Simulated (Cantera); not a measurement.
Charge: 1 mol (CH3)2SiCl2, 0.29 mol C2H4, 1100 mol H2, held at 0.0133 bar.

These are equilibrium values from Cantera (NASA tables, ideal gas, pure condensed phases), not measurements of a reactor. Candidate condensed phases: C, C6H6, C7H8, C8H18, Si, SiC; 109 gas species. The feed counts by its element totals alone. Gases not in the tables: Si2H6 and higher silanes. The numbers say what is thermodynamically allowed, not how fast it happens.

x: gas mole fraction; n: condensed amount in mol.

```csv
T (K),x H2,x H,x HCl,x C2H2 (acetylene),n C(graphite),n SiC(s)
1125,0.998,3.84e-7,0.00181,[?],1.16,1.000
1225,0.998,2.70e-6,0.00181,[?],1.39,1.000
1325,0.998,1.41e-5,0.00181,[?],1.48,1.000
1425,0.998,5.90e-5,0.00181,[?],1.52,1.000
1525,0.998,0.000205,0.00181,[?],1.52,1.000
1625,0.998,0.000610,0.00181,[?],1.48,1.000
1725,0.996,0.00161,0.00181,[?],1.36,0.998
1825,0.994,0.00380,0.00180,[?],1.11,0.987
1925,0.989,0.00824,0.00179,[?],0.634,0.927
2025,0.981,0.0165,0.00177,[?],0,0.638
2125,0.965,0.0309,0.00174,0.00110,0,0
2225,0.942,0.0544,0.00169,0.00109,0,0
2325,0.906,0.0907,0.00161,0.00107,0,0
2425,0.853,0.143,0.00150,0.00104,0,0
```

### Question
Complete the blanks.

### Answer

- 1125, x C2H2 (acetylene): 2.29e-8
- 1225, x C2H2 (acetylene): 1.62e-7
- 1325, x C2H2 (acetylene): 8.49e-7
- 1425, x C2H2 (acetylene): 3.52e-6
- 1525, x C2H2 (acetylene): 1.21e-5
- 1625, x C2H2 (acetylene): 3.55e-5
- 1725, x C2H2 (acetylene): 9.18e-5
- 1825, x C2H2 (acetylene): 0.000214
- 1925, x C2H2 (acetylene): 0.000453
- 2025, x C2H2 (acetylene): 0.000851
